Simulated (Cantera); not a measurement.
Input: 1 mol TEOS, 0.17 mol CO₂, 89 mol H₂, at 12.0 mbar.

Equilibrium computed with Cantera from the NASA thermochemical tables; the gas is ideal and each condensed phase is pure. Candidate condensed phases: C, C₆H₆, C₇H₈, C₈H₁₈, H₂O, Si, SiC, SiO₂; 123 gas species. The feed counts by its element totals alone. Mutual solubility and eutectic melting of coexisting phases are not modelled. The tables hold silica as quartz up to 1696 K and as liquid above; real silica turns to tridymite and cristobalite and melts near 1996 K. Kinetics and transport are ignored.

Task: At 1000 °C, list the 4 most abundant gas species with their mole fractions, and the condensed phases.

Result: H₂ 0.974, CO 0.0257, CH₄ 0.000107, SiO 1.64e-5. Condensed: C(graphite) + SiC(s) + SiO₂(β-quartz).
